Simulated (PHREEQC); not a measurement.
Silver or lead bath (model solution)

Consider water at 25 °C with 0.0068 mol/kgw Pb(NO3)2, 0.013 mol/kgw NaCl and 0.22 mol/kgw Na2SO4. Closed to the air; pH follows from the charge balance.

Equilibrium calculation in PHREEQC: ion-association model, wateq4f.dat.

Each row changes one thing in this solution. This is a speciation only: nothing precipitates in the calculation.

```csv
case,pH,ionic strength (mol/kgw),NaSO4- (mol/kgw),PbSO4 (mol/kgw),Pb(SO4)2-2 (mol/kgw),Pb+2 (mol/kgw),SI of Pb(OH)2 (Pb(OH)2),SI of Mirabilite (Na2SO4:10H2O)
as made,5.96,0.548,0.0607,0.00362,0.00220,0.000830,+0.15,-1.57
NaCl replaced by CsCl at the same molality,5.96,0.551,0.0593,0.00361,0.00221,0.000823,+0.15,-1.59
Pb(NO3)2 from 0.0068 to 0.00136 mol/kgw,___,0.548,0.0623,0.000722,0.000452,0.000161,+0.18,-1.56
Na2SO4 from 0.22 to 0.198 mol/kgw,___,0.500,0.0520,0.00364,0.00211,0.000886,+0.13,-1.67
```

Task: Some entries are withheld; supply them.

Result: 
- Pb(NO3)2 from 0.0068 to 0.00136 mol/kgw, pH: 6.33
- Na2SO4 from 0.22 to 0.198 mol/kgw, pH: 5.94

Some of these states are supersaturated (in Anglesite, Larnakite, for instance).
